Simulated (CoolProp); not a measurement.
Vapour-liquid equilibrium of propane (1) + isobutane (2) at 1530 kPa; x and y are mole fractions of (1).

The numbers come from the multi-fluid Helmholtz-energy mixture model, Lemmon 2009 and Bücker 2006; pair parameters Kunz 2012 in CoolProp.

| x | bubble temperature, mixture model (K) | bubble temperature, Raoult's law (K) | y, mixture model | y, Raoult's law |
|---|---|---|---|---|
| 0.05 | 357.0 | 356.4 | 0.082 | 0.109 |
| 0.125 | … | 352.0 | … | 0.250 |
| 0.2 | 349.6 | 347.9 | 0.303 | 0.371 |
| 0.275 | 346.1 | 344.1 | 0.400 | 0.474 |
| 0.35 | 342.7 | 340.6 | … | 0.563 |
| 0.425 | 339.5 | 337.4 | 0.571 | 0.640 |
| 0.5 | 336.4 | 334.3 | 0.645 | 0.708 |
| 0.575 | 333.4 | 331.4 | … | 0.768 |
| 0.65 | 330.4 | 328.8 | 0.776 | 0.821 |
| 0.725 | 327.6 | 326.2 | … | 0.867 |
| 0.8 | 324.9 | 323.8 | 0.885 | 0.909 |
| 0.875 | 322.2 | 321.6 | 0.932 | 0.946 |
| 0.95 | 319.7 | 319.4 | 0.974 | 0.980 |

Q: Fill in the missing entries.

A: 
- 0.125, bubble temperature, mixture model (K): 353.2
- 0.125, y, mixture model: 0.197
- 0.35, y, mixture model: 0.489
- 0.575, y, mixture model: 0.714
- 0.725, y, mixture model: 0.833

The largest gap from Raoult's law is +2.1 K in bubble temperature, at x = 0.425. No azeotrope shows between x = 0.05 and 0.95.

Pair parameters are fitted to limited data, so mixtures are less certain than the pure fluids.
